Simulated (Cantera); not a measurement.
What does this Cantera script print?

```python
import numpy as np
import cantera as ct

gas_names = """
    C CN CO CO2 C2 CCN CNC C2N2 C2O C3 C3O2 C4 C4N2 C5 N NCO NO NO2 NO3 N2 N2O O O2 O3 Si SiC SiC2 SiN
    SiO SiO2 Si2 Si2C Si2N Si3
""".split()
cond_names = """
    C(gr) Si(cr) Si(L) SiC(b) SiO2(Lqz) SiO2(hqz) SiO2(L) Si2N2O(s) Si3N4(a)
""".split()


def load(file, names, dense=False):
    # The tables refer to 1 bar. Condensed volumes are neglected.
    table = {s.name: s for s in ct.Species.list_from_file(file)}
    out = []
    for n in names:
        d = dict(table[n].input_data)
        d["thermo"] = dict(d["thermo"], **{"reference-pressure": 1e5})
        if dense:
            d["equation-of-state"] = {"model": "constant-volume", "density": "1e6 g/cm^3"}
        out.append(ct.Species.from_dict(d))
    return out


gas = ct.Solution(thermo="ideal-gas", species=load("nasa_gas.yaml", gas_names))
cond = {s.name: ct.Solution(thermo="fixed-stoichiometry", species=[s], name=s.name)
        for s in load("nasa_condensed.yaml", cond_names, dense=True)}
atoms = {
    'SiC': {'Si': 1, 'C': 1},
    'N2O': {'N': 2, 'O': 1},
    'N2': {'N': 2},
}
top_T = {'C(gr)': 4500, 'SiC(b)': 3050, 'Si2N2O(s)': 2100, 'Si3N4(a)': 2400}  # K; cautious upper limits of use, not melting points


def equilibrate(T, P, feed):
    n = {}
    for name, mol in feed.items():
        for a, k in atoms[name].items():
            n[a] = n.get(a, 0.0) + k * mol
    gas.TPX = T, P, n
    mass = sum(n.values()) * gas.mean_molecular_weight
    gas.equilibrate("TP")
    valid = [c for c in cond.values() if c.min_temp <= T <= top_T.get(c.name, c.max_temp)]
    mix = ct.Mixture([(gas, mass / gas.mean_molecular_weight)] + [(c, 0.0) for c in valid])
    mix.T, mix.P = T, P
    mix.equilibrate("TP", solver="vcs", rtol=1e-11, max_steps=5000)
    return mix


results = []
feed = {'SiC': 1, 'N2O': 2.8, 'N2': 1.7}  # mol
T = 1950  # K
P = 101325  # Pa
mix = equilibrate(T, P, feed)
results.append((T, P, feed, dict(zip(mix.species_names, mix.species_moles))))
x = sorted(zip(gas.X, gas.species_names), reverse=True)
print(f"T = {T:g} K  P = {P:g} Pa  gas = {mix.phase_moles(0):.4g} mol")
print("   x: " + "  ".join(f"{s} {v:.3e}" for v, s in x if v > 0.0001))
print("   condensed (mol): " + ("  ".join(f"{mix.phase(i).name} {mix.phase_moles(i):.4g}"
      for i in range(1, mix.n_phases) if mix.phase_moles(i) > 1e-12) or "none"))
```

Output:

```
T = 1950 K  P = 101325 Pa  gas = 5.603 mol
   x: N2 7.988e-01  CO 1.784e-01  SiO 2.276e-02
   condensed (mol): SiO2(L) 0.8239  Si2N2O(s) 0.02425
```

These are equilibrium values from Cantera (NASA tables, ideal gas, pure condensed phases), not measurements of a reactor. Mutual solubility and eutectic melting of coexisting phases are not modelled. The tables hold silica as quartz up to 1696 K and as liquid above; real silica turns to tridymite and cristobalite and melts near 1996 K.
